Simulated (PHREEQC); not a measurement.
1 kg of water holding 8.8 mmol/kgw K2SO4 and 45 mmol/kgw Na2SO4 is evaporated at 20 °C; the solids stay in contact with the brine. No CO2 enters from the air. Only these solids could form: Arcanite, Glaserite, Mirabilite, Misenite, Thenardite.

All values are PHREEQC results (Pitzer model, pitzer.dat), not measurements.

```csv
water left (kg),ionic strength,water activity,Mirabilite (mol),Glaserite (mol),K in solution (mol/kgw),S in solution (mol/kgw)
1,0.161,0.998,0,0,0.0176,0.0538
0.5552,0.291,0.996,0,0,?,0.0969
0.375,0.430,0.994,0,0,0.0469,0.143
0.2082,0.775,0.990,0,0,?,0.258
0.1407,1.15,?,0,0,0.125,0.383
0.07809,2.07,0.976,0,0,?,0.689
0.05275,3.06,?,0,0,0.334,1.02
0.0293,5.51,?,0,0,?,1.84
0.01676,6.63,?,0.0168,0,1.05,2.21
0.0047,6.80,0.929,0.0349,0.00410,1.13,2.27
```

Task: What belongs in the gaps?

Result: 
- 0.5552, K in solution (mol/kgw): 0.0317
- 0.2082, K in solution (mol/kgw): 0.0845
- 0.1407, water activity: 0.986
- 0.07809, K in solution (mol/kgw): 0.225
- 0.05275, water activity: 0.966
- 0.0293, water activity: 0.942
- 0.0293, K in solution (mol/kgw): 0.601
- 0.01676, water activity: 0.931

Complexes and solids missing from the database can't appear.
